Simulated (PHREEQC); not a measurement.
Consider water at 20 °C with 0.21 mol HNO3, 0.029 mol FeCl3 and 0.00033 mol KCl per kg of water. Closed to the air; pH follows from the charge balance.

All values are PHREEQC results (ion-association model, wateq4f.dat), not measurements.

Precipitation was switched off in this run.

Question: What pH, activity of water, ionic strength does the model give?

Answer: pH 0.79; activity of water 0.991; ionic strength 0.350 mol/kgw.

Question: In which forms is Cl present?

Answer: Cl- 87 %, FeCl+2 11 %, FeCl2+ 2.0 % of the Cl.

Examples of supersaturated solids here: Hematite (slow to form), Goethite (slow to form). Others may be too. Species that the database lacks are ignored.
